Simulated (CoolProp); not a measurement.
Vapour-liquid equilibrium of hydrogen sulfide (1) + isobutane (2) at -39.05 °C; x and y are mole fractions of (1).

Values from CoolProp's multi-fluid Helmholtz-energy mixture model, Lemmon 2006 and Bücker 2006; pair parameters Kunz 2012.

```
x     bubble pressure (bar)  y at the bubble point  dew pressure at overall composition x (bar)  liquid density (mol/L)
----  ---------------------  ---------------------  -------------------------------------------  ----------------------
0.05                 0.5480                  0.472                                       0.3163                   11.09
0.15                  1.020                  0.740                                       0.3517                   11.89
0.25                  1.416                  0.829                                       0.3959                   12.79
0.35                  1.716                  0.870                                       0.4526                   13.80
0.45                  1.931                  0.894                                       0.5282                   14.95
0.55                  2.086                  0.910                                       0.6339                   16.28
0.65                  2.208                  0.923                                       0.7920                   17.86
0.75                  2.322                  0.937                                        1.054                   19.75
0.85                  2.446                  0.954                                        1.557                   22.07
0.95                  2.590                  0.981                                        2.418                   24.98
```

No azeotrope shows between x = 0.05 and 0.95.

Pair parameters are fitted to limited data, so mixtures are less certain than the pure fluids. With so large a gap from Raoult's law the liquid may split in two, which this calculation doesn't test in full.
